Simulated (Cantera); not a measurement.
A closed system holds: 1 mol AlCl3, 2.4 mol N2O, 62 mol H2, 8.7 mol N2, held at 1.33 mbar.

These are equilibrium values from Cantera (NASA tables, ideal gas, pure condensed phases), not measurements of a reactor. Candidate condensed phases: Al, AlCl3, AlN, Al2O3, H2O, NH4Cl; 45 gas species. Equilibrium is a limit: real reactors are often held back by kinetics, nucleation or transport. All values below are at 1775 K.

Base state: H2 0.793, N2 0.148, HCl 0.0398, H2O 0.0120, H 0.00706, Cl 0.000272, AlCl 2.20e-5 (mole fractions); condensed: Al2O3(s).

### Question
What changes in the equilibrium state with this change: pressure from 1.33 mbar to 0.350 bar?

### Answer
```tsv
species	before	after
H2	0.793	0.799
N2	0.148	0.149
HCl	0.0398	0.0402
H	0.00706	0.000437
H2O	0.0120	0.0121
AlCl	2.20e-5	1.38e-6
Cl	0.000272	1.69e-5
Al2O3(s), mol	0.499	0.500
```
